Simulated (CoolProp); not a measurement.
Vapour-liquid equilibrium of carbonyl sulfide (1) + propane (2) at 366 kPa; x and y are mole fractions of (1).

Values from CoolProp's multi-fluid Helmholtz-energy mixture model, Lemmon 2006 and Lemmon 2009; pair parameters Bell 2016.

**Question.** Give the bubble temperature and the first vapour's composition at x = 0.05, 0.25, 0.45. Is there an azeotrope?

**Answer.** x = 0.05: 264.1 K, y = 0.072; x = 0.25: 261.6 K, y = 0.314; x = 0.45: 259.7 K, y = 0.518. No azeotrope shows between x = 0.05 and 0.95.

Pair parameters are fitted to limited data, so mixtures are less certain than the pure fluids.
